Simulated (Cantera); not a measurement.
CH₂F₂ + HCl (fluorocarbon and chlorocarbon gases)

Charge: 1 mol CH₂F₂, 0.027 mol HCl, held at 1025 °C and 25.5 Torr.

Equilibrium computed with Cantera from the NASA thermochemical tables; the gas is ideal and each condensed phase is pure. Candidate condensed phases: C, C₆H₆, C₇H₈, C₈H₁₈; 118 gas species. The numbers say what is thermodynamically allowed, not how fast it happens.

```yaml
x(HF): 0.987
x(HCl): 0.0133
x(Cl): 2.02e-5
x(H₂): 1.04e-5
n(C(graphite)): 1.00 mol
gas_amount: 2.027 mol
```
